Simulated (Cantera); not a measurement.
Feed: 1 mol Si3N4, 12 mol O2, at 1600 °C and 0.100 bar.

These are equilibrium values from Cantera (NASA tables, ideal gas, pure condensed phases), not measurements of a reactor. Candidate condensed phases: Si, SiO2, Si2N2O, Si3N4; 16 gas species. The tables hold silica as quartz up to 1696 K and as liquid above; real silica turns to tridymite and cristobalite and melts near 1996 K. Rates play no part.

Base state: O2 0.815, N2 0.179, NO 0.00496, O 0.000676 (mole fractions); condensed: SiO2(condensed).

**Question.** What changes in the equilibrium state with this change: temperature from 1600 °C to 1425 °C?

**Answer.** 
| species | before | after |
|---|---|---|
| O2 | 0.815 | 0.817 |
| N2 | 0.179 | 0.180 |
| NO | 0.00496 | 0.00272 |
| O | 0.000676 | 0.000125 |
| SiO2(condensed), mol | 3.00 | 3.00 |
